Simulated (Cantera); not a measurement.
Input: 1 mol Si₃N₄, 0.61 mol O₂, 380 mol H₂, equilibrated at 100 Torr.

Equilibrium computed with Cantera from the NASA thermochemical tables; the gas is ideal and each condensed phase is pure. Candidate condensed phases: H₂O, Si, SiO₂, Si₂N₂O, Si₃N₄; 35 gas species. Mutual solubility and eutectic melting of coexisting phases are not modelled. Rates play no part.

**Question.** At 1648 K, list the 4 most abundant gas species with their mole fractions, and the condensed phases.

**Answer.** H₂ 0.997, N₂ 0.00240, SiO 0.000355, H 0.000244. Condensed: Si(s) + Si₂N₂O(s).
